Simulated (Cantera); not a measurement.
A perfectly stirred reactor is fed with N₂O : H₂ : N₂ = 1 : 0.0034 : 1.6 (molar parts), at 140000 Pa; it is held at 1525 K, and followed from long to short residence time.

Cantera simulation using GRI-Mech 3.0 (53 species, 325 reactions); the numbers are that mechanism's predictions, not measurements. GRI-Mech 3.0 was tuned for natural gas; its chemistry of N2O as a main component is partial and can be far from experiment. The temperature is held fixed by assumption; the heat of reaction is taken as removed at once.

Problem. What does this change do: pressure from 140000 Pa to 9800 Pa?

Solution. 
| quantity | before | after |
|---|---|---|
| x(N₂O) at τ = 0.500 s | 0.0101 | 0.0718 |
| x(H₂) at τ = 0.500 s | 1.33e-6 | 7.36e-6 |
| x(NO₂) at τ = 0.500 s | 0.000227 | 5.71e-5 |
| x(H₂O) at τ = 0.500 s | 0.00109 | 0.00110 |
| x(H₂O₂) at τ = 0.500 s | 1.07e-9 | 3.26e-10 |
| x(N₂O) at τ = 65.0 ms | 0.0559 | 0.242 |
| x(H₂) at τ = 65.0 ms | 6.13e-6 | 4.85e-5 |
| x(NO₂) at τ = 65.0 ms | 0.000375 | 8.79e-5 |
| x(H₂O) at τ = 65.0 ms | 0.00110 | 0.00114 |
| x(H₂O₂) at τ = 65.0 ms | 2.31e-9 | 6.33e-10 |
